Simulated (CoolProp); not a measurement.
Vapour-liquid equilibrium of benzene (1) + toluene (2) at 440 K; x and y are mole fractions of (1).

Values from CoolProp's multi-fluid Helmholtz-energy mixture model, Thol 2012 and Lemmon 2006; pair parameters Bell 2016.

| x | bubble pressure, mixture model (bar) | bubble pressure, Raoult's law (bar) | y, mixture model | y, Raoult's law |
|---|---|---|---|---|
| 0.05 | 4.162 | 4.176 | 0.089 | 0.097 |
| 0.125 | 4.454 | 4.485 | 0.209 | 0.226 |
| 0.2 | 4.750 | 4.794 | 0.316 | 0.338 |
| 0.275 | … | 5.103 | … | 0.436 |
| 0.35 | 5.350 | 5.413 | 0.499 | 0.523 |
| 0.425 | 5.655 | 5.722 | 0.577 | 0.601 |
| 0.5 | 5.964 | 6.031 | 0.648 | 0.671 |
| 0.575 | 6.274 | 6.340 | 0.713 | 0.734 |
| 0.65 | 6.588 | 6.649 | 0.773 | 0.791 |
| 0.725 | 6.905 | 6.959 | 0.829 | 0.843 |
| 0.8 | 7.225 | 7.268 | … | 0.891 |
| 0.875 | 7.548 | 7.577 | 0.927 | 0.935 |
| 0.95 | 7.873 | 7.886 | … | 0.975 |

Some entries are withheld; supply them.


- 0.275, bubble pressure, mixture model (bar): 5.048
- 0.275, y, mixture model: 0.412
- 0.8, y, mixture model: 0.880
- 0.95, y, mixture model: 0.972

The largest gap from Raoult's law is -1.2 % in bubble pressure, at x = 0.425. No azeotrope shows between x = 0.05 and 0.95.

The pair parameters rest on a limited set of measurements; away from them the model extrapolates.
